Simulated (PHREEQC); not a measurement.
Consider water at 25 °C with 0.058 mol HCl and 0.0004 mol NiSO4 per kg of water. Closed to the air; pH follows from the charge balance.

Computed with PHREEQC (ion-association model, wateq4f.dat).

This is a speciation only: nothing precipitates in the calculation.

Question: Order these S species by the share of S that they hold, largest first: SO4-2, NiSO4, HSO4-.

Answer: HSO4- (72 %), SO4-2 (28 %), NiSO4 (0.38 %)

Question: Order these Ni species by the share of Ni that they hold, largest first: NiCl+, Ni+2, NiSO4, NiCl2.

Answer: Ni+2 (93 %), NiCl+ (5.8 %), NiCl2 (0.78 %), NiSO4 (0.38 %)

The pH is 1.31 and the ionic strength 0.0590 mol/kgw. Species that the database lacks are ignored.
